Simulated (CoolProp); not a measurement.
The fluid at 308.29 K and 6.88 MPa is throttled through a valve to 1.86 MPa with no heat exchange. The same conditions are run with several fluids, on thermodynamics alone (safety and materials aside).

Computed with CoolProp (reference Helmholtz-energy equation of state of each fluid (vinyl chloride: Thol 2022; R143a: Lemmon and Jacobsen 2000; ethanol: Schroeder 2014; cis-2-butene: Lemmon 2005; n-perfluorohexane: Gao 2022)).

Problem. Rank vinyl chloride, R143a, ethanol, cis-2-butene, n-perfluorohexane by temperature change (K), highest first.

Solution. ethanol (+1.7), cis-2-butene (+1.5), n-perfluorohexane (+1.4), vinyl chloride (+1.3), R143a (-1.4)

```json
[
 {"fluid": "vinyl chloride", "final density (kg/m³)": "881"},
 {"fluid": "R143a", "final density (kg/m³)": "895"},
 {"fluid": "ethanol", "final density (kg/m³)": "777"},
 {"fluid": "cis-2-butene", "final density (kg/m³)": "604"},
 {"fluid": "n-perfluorohexane", "final density (kg/m³)": "1650"}
]
```
